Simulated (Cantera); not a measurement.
# Premixed flame

A freely propagating, adiabatic, planar premixed flame of CH4 : C2H6 : O2 : N2 = 1 : 1.2 : 5.64 : 24.8 (molar parts), unburnt at 475 K and 4.00 bar; mixture-averaged transport, grid criteria slope 0.08 and curve 0.16, no radiation.

Model: GRI-Mech 3.0 (53 species, 325 reactions), integrated in Cantera. Burning velocities carry a grid error of a few per cent, more on coarse grids.

```tsv
z (mm)	T (K)	u (m/s)	x CH4	x C2H6	x O2	x C2H2	x H2O2	x H2
-0.410	476	0.459	0.0306	0.0367	0.173	6.57e-8	2.03e-7	0.00130
-0.274	480	0.464	0.0304	0.0366	0.172	8.25e-7	1.95e-6	0.00324
-0.205	496	0.481	0.0300	0.0364	0.170	4.44e-6	8.50e-6	0.00550
-0.137	582	0.568	0.0283	0.0351	0.163	3.30e-5	4.41e-5	0.00951
-0.0684	999	0.996	0.0206	0.0238	0.124	0.000271	0.000159	0.0154
-0.0342	1402	1.42	0.0130	0.00946	0.0835	0.000623	6.62e-5	0.0182
0	1785	1.82	0.00397	0.000448	0.0401	0.000904	2.05e-6	0.0183
0.0342	1954	1.99	0.000314	7.13e-7	0.0168	0.000149	5.92e-7	0.0148
0.0684	2013	2.04	1.21e-5	<1e-8	0.00927	5.59e-6	4.43e-7	0.0132
0.137	2075	2.09	2.74e-8	<1e-8	0.00530	1.11e-8	3.16e-7	0.0126
0.274	2133	2.14	<1e-8	<1e-8	0.00302	<1e-8	1.99e-7	0.0118
0.547	2175	2.18	<1e-8	<1e-8	0.00146	<1e-8	1.10e-7	0.0109
1.09	2201	2.20	<1e-8	<1e-8	0.000588	<1e-8	5.16e-8	0.0103
```
x: mole fraction of selected species; z is measured from the peak of heat release.

```
Quantity                     Result
------------------------  ---------
laminar burning velocity  45.8 cm/s
thermal thickness          0.137 mm
peak x(C2H2)               0.000950
peak x(H2O2)               0.000160
peak x(H2)                   0.0190
grid points                     153
```
